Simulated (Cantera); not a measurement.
Input (Python, Cantera) and output of one run.

```python
import numpy as np
import cantera as ct

gas_names = """
    B BCL BCL2 BCL3 BH BH2 BH3 B2 CL CL2 H HCL H2
""".split()
cond_names = """
    B(b) B(L)
""".split()


# ... load() reads the species with a 1 bar reference pressure and builds the phases ...
atoms = {
    'BCl3': {'B': 1, 'CL': 3},
    'H2': {'H': 2},
}
top_T = {}  # K; cautious upper limits of use, not melting points


# ... equilibrate(T, P, feed) seeds the gas with the atoms and calls Mixture.equilibrate('TP', solver="vcs", rtol=1e-11, max_steps=5000) ...
results = []
feed = {'BCl3': 1, 'H2': 1.1}  # mol
T = 1123  # K
P = 4700  # Pa
mix = equilibrate(T, P, feed)
results.append((T, P, feed, dict(zip(mix.species_names, mix.species_moles))))
print(gas.report(threshold=1e-06))
for i in range(1, mix.n_phases):
    print(f"{mix.phase(i).name:16s} {mix.phase_moles(i):12.5e} mol")
```

It prints:

```
       temperature   1123 K
          pressure   4700 Pa
           density   0.027429 kg/m^3
  mean mol. weight   54.49 kg/kmol
   phase of matter   gas

                          1 kg             1 kmol
                     ---------------   ---------------
          enthalpy       -2.5484e+06       -1.3886e+08  J
   internal energy       -2.7198e+06        -1.482e+08  J
           entropy            5534.9         3.016e+05  J/K
    Gibbs function       -8.7642e+06       -4.7756e+08  J
 heat capacity c_p            935.23             50961  J/K
 heat capacity c_v            782.65             42647  J/K

                      mass frac. Y      mole frac. X     chem. pot. / RT
                     ---------------   ---------------   ---------------
              BCL2         3.645e-05        2.4308e-05           -58.712
              BCL3           0.86398           0.40183           -87.084
               HCL           0.12052           0.18013           -39.238
                H2          0.015465           0.41802           -21.732
     [   +9 minor]        5.4464e-07        8.1454e-07

B(b)              1.29975e-01 mol
```

These are equilibrium values from Cantera (NASA tables, ideal gas, pure condensed phases), not measurements of a reactor. The tables' values for BCl2 are old estimates; treat these amounts as uncertain. Gases not in the tables: BHCl2.
